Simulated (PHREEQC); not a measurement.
A solution holds 2.9 mmol/kgw CaSO4, 0.85 mmol/kgw CO2 and 0.27 mmol/kgw H4SiO4, at 25 °C. Closed to the air; pH follows from the charge balance.

Equilibrium calculation in PHREEQC: ion-association model, phreeqc.dat.

pH: 4.74
ionic strength: 0.00973 mol/kgw
specific conductance: 597 µS/cm

```csv
species,molality,activity,log γ
Ca+2,0.00243,0.00163,-0.172
SO4-2,0.00243,0.00163,-0.174
CO2,0.000827,0.000829,0.001
CaSO4,0.000472,0.000473,0.001
H4SiO4,0.000270,0.000271,0.001
HCO3-,2.25e-5,2.04e-5,-0.043
```

No solid was allowed to form. The solution is supersaturated, for example in Quartz (slow to form), so a real one may precipitate; this is no full list. Species that the database lacks are ignored.
